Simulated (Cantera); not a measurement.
Input (Python, Cantera) and output of one run.

```python
import numpy as np
import cantera as ct

gas_names = """
    CL CL2 H HCL H2 Si SiCL SiCL2 SiCL3 SiCL4 SiH SiHCL3 SiH2 SiH2CL2 SiH3 SiH3CL SiH4 Si2 Si3
""".split()
cond_names = """
    Si(cr) Si(L)
""".split()


def load(file, names, dense=False):
    # The tables refer to 1 bar. Condensed volumes are neglected.
    table = {s.name: s for s in ct.Species.list_from_file(file)}
    out = []
    for n in names:
        d = dict(table[n].input_data)
        d["thermo"] = dict(d["thermo"], **{"reference-pressure": 1e5})
        if dense:
            d["equation-of-state"] = {"model": "constant-volume", "density": "1e6 g/cm^3"}
        out.append(ct.Species.from_dict(d))
    return out


gas = ct.Solution(thermo="ideal-gas", species=load("nasa_gas.yaml", gas_names))
cond = {s.name: ct.Solution(thermo="fixed-stoichiometry", species=[s], name=s.name)
        for s in load("nasa_condensed.yaml", cond_names, dense=True)}
atoms = {
    'SiCl4': {'Si': 1, 'CL': 4},
    'H2': {'H': 2},
}
top_T = {}  # K; cautious upper limits of use, not melting points


def equilibrate(T, P, feed):
    n = {}
    for name, mol in feed.items():
        for a, k in atoms[name].items():
            n[a] = n.get(a, 0.0) + k * mol
    gas.TPX = T, P, n
    mass = sum(n.values()) * gas.mean_molecular_weight
    gas.equilibrate("TP")
    valid = [c for c in cond.values() if c.min_temp <= T <= top_T.get(c.name, c.max_temp)]
    mix = ct.Mixture([(gas, mass / gas.mean_molecular_weight)] + [(c, 0.0) for c in valid])
    mix.T, mix.P = T, P
    mix.equilibrate("TP", solver="vcs", rtol=1e-11, max_steps=5000)
    return mix


results = []
feed = {'SiCl4': 1, 'H2': 0.92}  # mol
T = 1000  # K
P = 101325  # Pa
mix = equilibrate(T, P, feed)
results.append((T, P, feed, dict(zip(mix.species_names, mix.species_moles))))
x = sorted(zip(gas.X, gas.species_names), reverse=True)
print(f"T = {T:g} K  P = {P:g} Pa  gas = {mix.phase_moles(0):.4g} mol")
print("   x: " + "  ".join(f"{s} {v:.3e}" for v, s in x if v > 1e-06))
print("   condensed (mol): " + ("  ".join(f"{mix.phase(i).name} {mix.phase_moles(i):.4g}"
      for i in range(1, mix.n_phases) if mix.phase_moles(i) > 1e-12) or "none"))
```

It prints:

```
T = 1000 K  P = 101325 Pa  gas = 1.921 mol
   x: SiCL4 4.814e-01  H2 4.399e-01  HCL 3.950e-02  SiHCL3 3.778e-02  SiCL3 9.844e-04  SiH2CL2 3.198e-04  SiCL2 4.875e-05
   condensed (mol): none
```

These are equilibrium values from Cantera (NASA tables, ideal gas, pure condensed phases), not measurements of a reactor. The tables' values for SiCl3 are old estimates; treat these amounts as uncertain.
